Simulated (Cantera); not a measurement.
Input: 1 mol CaF2, 0.64 mol H2, at 1202 °C and 13300 Pa.

These are equilibrium values from Cantera (NASA tables, ideal gas, pure condensed phases), not measurements of a reactor. Candidate condensed phases: Ca, CaF2; 15 gas species. Rates play no part.

Task: What is the equilibrium state?

Result: 
```
Quantity                              Result
--------------------------------  ----------
x(H2)                                  1.000
x(H)                                 3.55e-5
x(HF)                                2.84e-5
x(Ca)                                1.21e-5
x(CaF2)                              9.52e-6
x(CaF)                               4.27e-6
n(CaF2(s))                         1.000 mol
gas amount                        0.6400 mol
log10 activity of Ca(l) (absent)       -4.88
```
